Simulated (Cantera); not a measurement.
An isothermal, constant-pressure homogeneous reactor starts with NO : N2 = 1 : 0.57 (molar parts), at 1875 K and 15.0 Torr. Integrator tolerance rtol = 1e-08.

Model: GRI-Mech 3.0 (53 species, 325 reactions), integrated in Cantera. Radical loss at walls, strong at low pressure, is not modelled.

Problem. What does this change do: pressure from 15.0 Torr to 20.3 Torr?

Solution. 
```
quantity                                           before                                     after
----------------  ---------------------------------------  ----------------------------------------
x(NO) at 20.0 s     0.407 (gas-phase equilibrium 0.00605)     0.363 (gas-phase equilibrium 0.00605)
x(N2) at 20.0 s       0.478 (gas-phase equilibrium 0.678)       0.500 (gas-phase equilibrium 0.678)
x(O2) at 20.0 s       0.114 (gas-phase equilibrium 0.315)       0.137 (gas-phase equilibrium 0.315)
x(NO2) at 20.0 s  8.88e-5 (gas-phase equilibrium 2.26e-6)  0.000101 (gas-phase equilibrium 2.63e-6)
x(N2O) at 20.0 s  4.71e-5 (gas-phase equilibrium 4.52e-8)   3.84e-5 (gas-phase equilibrium 5.25e-8)
```

Problem. What does this change do: 0.13 parts H2O added?

Solution. 
```json
[
 {"quantity": "x(NO) at 20.0 s", "before": "0.407 (gas-phase equilibrium 0.00605)", "after": "0.352 (gas-phase equilibrium 0.00558)"},
 {"quantity": "x(N2) at 20.0 s", "before": "0.478 (gas-phase equilibrium 0.678)", "after": "0.453 (gas-phase equilibrium 0.626)"},
 {"quantity": "x(O2) at 20.0 s", "before": "0.114 (gas-phase equilibrium 0.315)", "after": "0.117 (gas-phase equilibrium 0.290)"},
 {"quantity": "x(NO2) at 20.0 s", "before": "8.88e-5 (gas-phase equilibrium 2.26e-6)", "after": "7.88e-5 (gas-phase equilibrium 2.00e-6)"},
 {"quantity": "x(N2O) at 20.0 s", "before": "4.71e-5 (gas-phase equilibrium 4.52e-8)", "after": "1.83e-5 (gas-phase equilibrium 4.00e-8)"}
]
```
